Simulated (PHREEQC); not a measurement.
A solution holds 0.00095 mol NiCl2, 0.00074 mol NaCl and 0.0032 mol MnSO4 per kg of water, at 5 °C. Closed to the air; pH follows from the charge balance.

All values are PHREEQC results (ion-association model, wateq4f.dat), not measurements.

```json
[
 {"quantity": "pH", "before": "6.81", "after": "6.80"},
 {"quantity": "ionic strength (mol/kgw)", "before": "0.0143", "after": "0.00473"},
 {"quantity": "SO4-2 (mol/kgw)", "before": "0.00269", "after": "0.000289"},
 {"quantity": "MnSO4 (mol/kgw)", "before": "0.000363", "after": "6.07e-6"},
 {"quantity": "MnCl+ (mol/kgw)", "before": "1.92e-5", "after": "2.53e-6"},
 {"quantity": "SI of Mirabilite (Na2SO4:10H2O)", "before": "-7.02", "after": "-7.87"},
 {"quantity": "SI of Halite (NaCl)", "before": "-7.35", "after": "-7.31"}
]
```

**Question.** What was changed between the two runs?
(A) NiCl2 replaced by FeCl3 at the same molality
(B) NiCl2 from 0.00095 to 0.00105 mol/kgw
(C) MnSO4 from 0.0032 to 0.00032 mol/kgw
(D) NaCl from 0.00074 to 0.0037 mol/kgw

**Answer.** C, MnSO4 from 0.0032 to 0.00032 mol/kgw

Precipitation was switched off in this run. In wateq4f.dat the enthalpy of Ni(OH)2 has the wrong sign, so its saturation index can't be trusted away from 25 °C. Constants without temperature data keep their 25 °C values here.
